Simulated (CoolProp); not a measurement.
Values from CoolProp's reference Helmholtz-energy equation of state, de Reuck 1993.

For methanol, give the phase and the Z, conductivity (mW/(m K)) at 356.9 K and 11.5 MPa; 375.3 K and 11.5 MPa; 412.1 K and 11.5 MPa.


- 356.9 K and 11.5 MPa: liquid; Z 0.167, conductivity 195
- 375.3 K and 11.5 MPa: liquid; Z 0.163, conductivity 191
- 412.1 K and 11.5 MPa: liquid; Z 0.157, conductivity 184

Thermal conductivity comes from a separate model (Sykioti 2013).
